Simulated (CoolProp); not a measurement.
The fluid at 493.22 K and 0.146 MPa flows at 0.14 m/s in a round tube of 100 mm bore and 1.5 µm roughness, fully developed (64/Re and Nu = 3.66 if laminar; Colebrook and Gnielinski if turbulent). The same conditions are run with several fluids, on thermodynamics alone (safety and materials aside).

Values from CoolProp's reference Helmholtz-energy equation of state of each fluid (p-xylene: Zhou 2012; dry air: Lemmon 2000; m-xylene: Zhou 2012). Blends and air are pseudo-pure fits.

Problem. Rank p-xylene, dry air, m-xylene by Reynolds number, highest first.

Solution. p-xylene (5230), m-xylene (5150), dry air (538)

```json
[
 {"fluid": "p-xylene", "Darcy friction factor": "0.0369", "pressure drop (Pa/m)": "0.0142", "heat-transfer coefficient (W/(m² K))": "4.85", "mass flow (kg/h)": "15.5"},
 {"fluid": "dry air", "Darcy friction factor": "0.119", "pressure drop (Pa/m)": "0.0120", "heat-transfer coefficient (W/(m² K))": "1.45", "mass flow (kg/h)": "4.08"},
 {"fluid": "m-xylene", "Darcy friction factor": "0.0371", "pressure drop (Pa/m)": "0.0142", "heat-transfer coefficient (W/(m² K))": "4.65", "mass flow (kg/h)": "15.5"}
]
```

Transport values come from each fluid's own correlations.
